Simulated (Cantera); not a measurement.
Feed: 1 mol Si3N4, a varied amount of Cl2, at 10000 Pa.

Cantera equilibrium calculation (NASA polynomials, part measured and part estimated; ideal gas, pure solids and liquids). Candidate condensed phases: Si, Si3N4; 13 gas species. The tables' values for SiCl3 are old estimates. The numbers say what is thermodynamically allowed, not how fast it happens.

Stable condensed phases, one row left out:

```
T in K \ n(Cl2) in mol
         3.1 4.5 6.3   9  13  18  26  37
   2148    A   A   A   A   A   A   A   A
   1998    A   A   A   A   A   A   A   A
   1848    B   A   A   A   A   A   A   A
   1548    B   B   A   A   A   A   A   A
   1398    B   B   A   A   A   A   A   A
   1248    B   B   A   A   A   A   A   A
   1098    B   B   A   A   A   A   A   A
    948    B   B   A   A   A   A   A   A
    798    B   B   A   A   A   A   A   A
```

A: gas only; B: Si3N4.

Question: Give the row for 1698 K.

Answer: 3.1: Si3N4; 4.5: gas only; 6.3: gas only; 9: gas only; 13: gas only; 18: gas only; 26: gas only; 37: gas only.
